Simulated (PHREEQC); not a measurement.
## Acid rinse or clean (model solution)

Solution (20 °C): 6.8 mmol/kgw HNO3 and 160 mmol/kgw FeCl3. Closed to the air; pH follows from the charge balance.

Computed with PHREEQC (ion-association model, phreeqc.dat).

Precipitation was switched off in this run.

Question: Estimate the pH, activity of water.

Answer: pH 1.81; activity of water 0.991.

Question: In which forms is Fe present?

Answer: FeCl+2 51 %, Fe+3 22 %, FeCl2+ 18 %, Fe2(OH)2+4 4.7 %, FeOH+2 2.8 %, Fe3(OH)4+5 0.6 % of the Fe.

Examples of supersaturated solids here: Hematite (slow to form), Goethite (slow to form). Others may be too. Species that the database lacks are ignored.
